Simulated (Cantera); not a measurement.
An isothermal, constant-pressure homogeneous reactor starts with N₂O : H₂O = 1 : 0.0065 (molar parts), at 1423 K and 12.0 Torr. Integrator tolerance rtol = 1e-08.

Model: GRI-Mech 3.0 (53 species, 325 reactions), integrated in Cantera. GRI-Mech 3.0 was tuned for natural gas; its chemistry of N2O as a main component is partial and can be far from experiment. Radical loss at walls, strong at low pressure, is not modelled. The temperature is held fixed by assumption; the heat of reaction is taken as removed at once.

What does this change do: H2O 0.0065 to 0.0027 parts?


```tsv
quantity	before	after
x(N₂O) at 3.00 s	0.260 (gas-phase equilibrium 6.96e-9)	0.265 (gas-phase equilibrium 6.99e-9)
x(H₂O) at 3.00 s	0.00485 (gas-phase equilibrium 0.00430)	0.00202 (gas-phase equilibrium 0.00179)
x(O) at 3.00 s	3.06e-5 (gas-phase equilibrium 6.17e-6)	3.11e-5 (gas-phase equilibrium 6.18e-6)
x(OH) at 3.00 s	5.93e-5 (gas-phase equilibrium 2.53e-5)	3.86e-5 (gas-phase equilibrium 1.63e-5)
x(H₂O₂) at 3.00 s	2.22e-10 (gas-phase equilibrium 4.07e-11)	9.31e-11 (gas-phase equilibrium 1.69e-11)
x(H₂) at 3.00 s	1.46e-7 (gas-phase equilibrium 3.80e-8)	6.24e-8 (gas-phase equilibrium 1.58e-8)
x(H) at 3.00 s	8.17e-8 (gas-phase equilibrium 1.03e-8)	5.46e-8 (gas-phase equilibrium 6.64e-9)
```

What does this change do: pressure from 12.0 Torr to 0.530 bar?


| quantity | before | after |
|---|---|---|
| x(N₂O) at 3.00 s | 0.260 (gas-phase equilibrium 6.96e-9) | 3.50e-6 (gas-phase equilibrium 4.01e-8) |
| x(H₂O) at 3.00 s | 0.00485 (gas-phase equilibrium 0.00430) | 0.00431 (gas-phase equilibrium 0.00431) |
| x(O) at 3.00 s | 3.06e-5 (gas-phase equilibrium 6.17e-6) | 9.81e-7 (gas-phase equilibrium 1.07e-6) |
| x(OH) at 3.00 s | 5.93e-5 (gas-phase equilibrium 2.53e-5) | 1.01e-5 (gas-phase equilibrium 1.06e-5) |
| x(H₂O₂) at 3.00 s | 2.22e-10 (gas-phase equilibrium 4.07e-11) | 2.15e-10 (gas-phase equilibrium 2.35e-10) |
| x(H₂) at 3.00 s | 1.46e-7 (gas-phase equilibrium 3.80e-8) | 7.25e-9 (gas-phase equilibrium 6.62e-9) |
| x(H) at 3.00 s | 8.17e-8 (gas-phase equilibrium 1.03e-8) | 7.84e-10 (gas-phase equilibrium 7.47e-10) |
